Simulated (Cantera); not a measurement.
A closed system holds: 1 mol SiF₄, 0.38 mol C₂H₂, 13 mol H₂, equilibrated at 1023.15 K and 0.00133 bar.

Equilibrium computed with Cantera from the NASA thermochemical tables; the gas is ideal and each condensed phase is pure. Candidate condensed phases: C, C₆H₆, C₇H₈, C₈H₁₈, Si, SiC; 113 gas species. The tables' values for SiF₃ are old estimates; treat these amounts as uncertain. Rates play no part.

Base state: H₂ 0.930, SiF₄ 0.0691, HF 0.000532, SiHF₃ 0.000378, SiF₃ 9.19e-5, CH₄ 8.63e-5 (mole fractions); condensed: C(graphite) + SiC(s).

Task: What changes in the equilibrium state with this change: SiF₄ replaced by SiHCl₃?

Result: 
```json
[
 {"species": "H₂", "before": "0.930", "after": "0.847"},
 {"species": "HCl", "before": "0", "after": "0.137"},
 {"species": "SiCl₄", "before": "0", "after": "0.0142"},
 {"species": "SiF₄", "before": "0.0691", "after": "0"},
 {"species": "SiHCl₃", "before": "0", "after": "0.000745"},
 {"species": "HF", "before": "0.000532", "after": "0"},
 {"species": "SiCl₃", "before": "0", "after": "0.000516"},
 {"species": "SiCl₂", "before": "0", "after": "0.000396"},
 {"species": "SiHF₃", "before": "0.000378", "after": "0"},
 {"species": "C(graphite), mol", "before": "0.759", "after": "0"},
 {"species": "SiC(s), mol", "before": "0.000214", "after": "0.760"}
]
```
The tables' values for SiCl₃ are old estimates; treat these amounts as uncertain.
